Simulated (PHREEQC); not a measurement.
Consider water at 25 °C with 0.21 mol/kgw CuSO4, 0.076 mol/kgw HNO3 and 3.5e-05 mol/kgw H3BO3. Closed to the air; pH follows from the charge balance.

All values are PHREEQC results (ion-association model, phreeqc.dat), not measurements.

Each row changes one thing in this solution. This is a speciation only: nothing precipitates in the calculation.

| case | pH | ionic strength (mol/kgw) | Cu+2 (mol/kgw) | CuSO4 (mol/kgw) | SO4-2 (mol/kgw) | HSO4- (mol/kgw) |
|---|---|---|---|---|---|---|
| as made | 1.65 | 0.467 | 0.121 | 0.0888 | 0.0744 | 0.0468 |
| H3BO3 from 3.5e-05 to 0.00035 mol/kgw | 1.65 | 0.467 | 0.121 | 0.0888 | 0.0744 | 0.0468 |
| HNO3 from 0.076 to 0.038 mol/kgw | 2.00 | 0.430 | 0.111 | 0.0995 | 0.0856 | 0.0249 |
| temperature from 25 to 15 °C | 1.61 | 0.473 | 0.121 | 0.0887 | 0.0774 | 0.0439 |
| 0.032 mol/kgw NaOH added | 1.92 | 0.476 | 0.115 | 0.0946 | 0.0844 | 0.0283 |
| diluted 10-fold with water | 2.37 | 0.0593 | 0.0142 | 0.00677 | 0.0116 | 0.00260 |
| H3BO3 from 3.5e-05 to 3.15e-05 mol/kgw | 1.65 | 0.467 | 0.121 | 0.0888 | 0.0744 | 0.0468 |
| 0.17 mol/kgw Li2SO4 added | 1.83 | 0.793 | 0.100 | 0.110 | 0.173 | 0.0561 |

The ionic strength passes 0.7 mol/kgw, the rough limit of the ion-association models, in 0.17 mol/kgw Li2SO4 added. Complexes and solids missing from the database can't appear.
